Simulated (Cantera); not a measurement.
An adiabatic, constant-pressure homogeneous reactor starts with H2 : O2 : N2 : H2O = 1 : 0.278 : 2.33 : 0.11 (molar parts), at 1325 K and 1.01 bar.

Cantera simulation using GRI-Mech 3.0 (53 species, 325 reactions); the numbers are that mechanism's predictions, not measurements.

**Question.** Predict: time of steepest temperature rise; temperature at 0.900 s; equilibrium temperature; x(H2) at 0.900 s; x(O2) at 0.900 s; x(H2O) at 0.900 s; x(N2O) at 0.900 s; x(O) at 0.900 s; x(NO) at 0.900 s.

**Answer.** 
```json
{
 "time_of_steepest_temperature_rise": "43.8 µs",
 "temperature at 0.900 s": "2346 K",
 "equilibrium_temperature": "2346 K",
 "x(H2) at 0.900 s": "0.127 (gas-phase equilibrium 0.127)",
 "x(O2) at 0.900 s": "1.64e-5 (gas-phase equilibrium 1.64e-5)",
 "x(H2O) at 0.900 s": "0.192 (gas-phase equilibrium 0.192)",
 "x(N2O) at 0.900 s": "7.31e-9 (gas-phase equilibrium 7.31e-9)",
 "x(O) at 0.900 s": "2.61e-5 (gas-phase equilibrium 2.61e-5)",
 "x(NO) at 0.900 s": "0.000141 (gas-phase equilibrium 0.000141)"
}
```
